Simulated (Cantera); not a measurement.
A closed system holds: 1 mol SiO2, 0.45 mol CH4, 1.1 mol CO, equilibrated at 875 K.

These are equilibrium values from Cantera (NASA tables, ideal gas, pure condensed phases), not measurements of a reactor. Candidate condensed phases: C, C6H6, C7H8, C8H18, H2O, Si, SiC, SiO2; 123 gas species. Equilibrium is a limit: real reactors are often held back by kinetics, nucleation or transport.

### Question
At 0.0100 bar, list the 4 most abundant gas species with their mole fractions, and the condensed phases.

### Answer
CO 0.506, H2 0.456, CO2 0.0276, H2O 0.00941. Condensed: C(graphite) + SiO2(β-quartz).
